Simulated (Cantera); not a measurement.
A closed system holds: 1 mol HMDSO, 0.38 mol O3, held at 1925 K and 0.100 bar.

Equilibrium computed with Cantera from the NASA thermochemical tables; the gas is ideal and each condensed phase is pure. Candidate condensed phases: C, C6H6, C7H8, C8H18, H2O, Si, SiC, SiO2; 123 gas species. The feed counts by its element totals alone. The numbers say what is thermodynamically allowed, not how fast it happens.

Base state: H2 0.805, CO 0.190, H 0.00271, SiO 0.00148, C2H2 (acetylene) 0.000369, CH4 3.39e-5 (mole fractions); condensed: C(graphite) + SiC(s).

What changes in the equilibrium state with this change: O3 from 0.38 to 3.2 mol?


```tsv
species	before	after
H2	0.805	0.559
CO	0.190	0.392
H2O	2.45e-6	0.0370
SiO	0.00148	0.00322
C2H2 (acetylene)	0.000369	<1e-9
CO2	1.35e-7	0.00603
CH4	3.39e-5	1.55e-9
OH	<1e-9	1.29e-5
C(graphite), mol	1.88	0
SiC(s), mol	1.98	0
SiO2(condensed), mol	0	1.95
```
The tables hold silica as quartz up to 1696 K and as liquid above; real silica turns to tridymite and cristobalite and melts near 1996 K.
